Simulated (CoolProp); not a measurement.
The fluid at 530.44 K and 7.79 MPa (stagnation) flows isentropically through a choked orifice. The same conditions are run with several fluids, on thermodynamics alone (safety and materials aside).

Computed with CoolProp (reference Helmholtz-energy equation of state of each fluid (n-butane: Bücker 2006; nitrogen: Span 2000; isohexane: Lemmon 2006; hexamethyldisiloxane (MM): Thol 2016; oxygen: Schmidt 1985)).

Rank n-butane, nitrogen, isohexane, hexamethyldisiloxane (MM), oxygen by throat to inlet pressure ratio, highest first.

n-butane (0.636), isohexane (0.565), oxygen (0.527), nitrogen (0.521), hexamethyldisiloxane (MM) (0.322)

| fluid | mass flux (kg/(m² s)) | throat temperature (K) |
|---|---|---|
| n-butane | 20200 | 507.9 |
| nitrogen | 13400 | 440.7 |
| isohexane | 41800 | 518.5 |
| hexamethyldisiloxane (MM) | 62800 | 520.3 |
| oxygen | 14300 | 445.5 |

Above 300 K oxygen's equation is extrapolated.
